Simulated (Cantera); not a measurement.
**Ignition delay**

Mixture: 6.70 % CH4, 5.09 % H2, 18.6 % O2, 69.7 % N2, at 1.00 bar, adiabatic and at constant pressure. Ignition delay is the time to a rise of 400 K.

Model: GRI-Mech 3.0 (53 species, 325 reactions), integrated in Cantera.

```csv
T0 (K),delay (ms)
1200,1.21
1275,0.661
1350,0.383
1425,0.235
1500,0.153
1575,0.104
1650,0.0730
```

```
Property                                                Result
--------------------------------------------------  ----------
apparent activation energy between 1500 and 1650 K  100 kJ/mol
```
